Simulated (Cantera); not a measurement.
# Equilibrium for metals in furnace atmospheres: Cu + CO + H₂ + H₂O

Feed: 1 mol Cu, 0.12 mol CO, 90 mol H₂, 0.00017 mol H₂O, at 190 Pa.

Method: chemical equilibrium by Gibbs-energy minimisation in Cantera with the NASA 1993 tables (ideal gas, pure condensed phases). Candidate condensed phases: C, C₆H₆, C₇H₈, C₈H₁₈, Cu, CuO, Cu(OH)₂, Cu₂O, H₂O; 113 gas species. The numbers say what is thermodynamically allowed, not how fast it happens.

At 1350 K the condensed part is Cu(s). From 1400 K to 1550 K the condensed part is Cu(l). From 1600 K to 1750 K nothing is condensed. The main Cu-bearing gas is Cu throughout.

| T (K) | x H₂ | x Cu | x H | x CO | x Cu₂ | n Cu(s) | n Cu(l) |
|---|---|---|---|---|---|---|---|
| 1350 | 0.998 | 0.000257 | 5.46e-5 | 0.00133 | 3.38e-8 | 0.977 | 0 |
| 1400 | 0.998 | 0.000710 | 0.000111 | 0.00133 | 1.39e-7 | 0 | 0.936 |
| 1450 | 0.997 | 0.00181 | 0.000217 | 0.00133 | 5.07e-7 | 0 | 0.836 |
| 1500 | 0.994 | 0.00433 | 0.000403 | 0.00133 | 1.70e-6 | 0 | 0.608 |
| 1550 | 0.988 | 0.00977 | 0.000718 | 0.00132 | 5.23e-6 | 0 | 0.110 |
| 1600 | 0.986 | 0.0110 | 0.00124 | 0.00132 | 4.11e-6 | 0 | 0 |
| 1650 | 0.986 | 0.0110 | 0.00207 | 0.00132 | 2.64e-6 | 0 | 0 |
| 1700 | 0.984 | 0.0110 | 0.00335 | 0.00131 | 1.74e-6 | 0 | 0 |
| 1750 | 0.982 | 0.0109 | 0.00529 | 0.00131 | 1.17e-6 | 0 | 0 |
x: gas mole fraction; n: condensed amount in mol.
